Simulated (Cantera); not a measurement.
Cantera run, input and output.

```python
import numpy as np
import cantera as ct

gas = ct.Solution("h2o2.yaml")
gas.TPX = 925, 150, {'H2': 0.14, 'O2': 1}
reactor = ct.IdealGasConstPressureReactor(gas, energy="off", clone=False)
net = ct.ReactorNet([reactor])
net.rtol, net.atol = 1e-08, 1e-18
show = ['H2', 'O2', 'H2O', 'OH', 'HO2']
times = np.geomspace(2e-05, 300, 10)

steps = ct.SolutionArray(gas, extra=["t"])
rows = []
print(f"{'t/s':>10s}{'T/K':>9s}{'P/Pa':>11s}" + "".join(f"{s:>11s}" for s in show))
for t in times:
    while net.time < t:
        t_next = net.step()
        steps.append(gas.state, t=t_next)
    rows.append([np.interp(t, steps.t, y) for y in (steps.T, steps.P, *steps(*show).X.T)])
    print(f"{t:10.3e}{rows[-1][0]:9.1f}{rows[-1][1]:11.4g}" + "".join(f"{x:11.3e}" for x in rows[-1][2:]))
rate = np.gradient(steps.T, steps.t)
print("integrator steps:", len(steps.t))
if steps.T.max() > steps.T[0] + 200:
    print(f"time of steepest temperature rise: {steps.t[rate.argmax()]:.4e} s")
gas.TPX = 925, 150, {'H2': 0.14, 'O2': 1}
gas.equilibrate("TP")
print(f"equilibrium (TP): T = {gas.T:.1f} K  " + "  ".join(f"{s} {gas[s].X[0]:.3e}" for s in show))
```

Result:

```
       t/s      T/K       P/Pa         H2         O2        H2O         OH        HO2
 2.000e-05    925.0        150  1.228e-01  8.772e-01  2.088e-17  1.120e-15  2.554e-13
 1.254e-04    925.0        150  1.228e-01  8.772e-01  4.125e-15  3.973e-14  1.602e-12
 7.865e-04    925.0        150  1.228e-01  8.772e-01  7.263e-13  1.020e-12  1.005e-11
 4.932e-03    925.0        150  1.228e-01  8.772e-01  8.736e-11  2.078e-11  6.329e-11
 3.093e-02    925.0        150  1.228e-01  8.772e-01  1.249e-06  1.757e-07  3.906e-09
 1.940e-01    925.0        150  3.036e-03  8.253e-01  1.031e-01  1.959e-03  1.622e-06
 1.216e+00    925.0        150  4.796e-04  8.639e-01  1.285e-01  7.536e-04  1.414e-06
 7.628e+00    925.0        150  7.926e-06  8.690e-01  1.308e-01  9.473e-05  2.234e-07
 4.784e+01    925.0        150  2.780e-07  8.691e-01  1.308e-01  1.861e-05  1.500e-08
 3.000e+02    925.0        150  2.323e-08  8.692e-01  1.308e-01  5.525e-06  1.526e-09
integrator steps: 2293
equilibrium (TP): T = 925.0 K  H2 2.850e-11  O2 8.692e-01  H2O 1.308e-01  OH 1.961e-07  HO2 1.663e-10
```

Cantera simulation using the H2/O2 subset of GRI-Mech 3.0, which has no nitrogen chemistry; the numbers are that mechanism's predictions, not measurements. Radical loss at walls, strong at low pressure, is not modelled. Below about 950 K walls govern HO2 and H2O2 in real vessels. The temperature is held fixed by assumption; the heat of reaction is taken as removed at once.
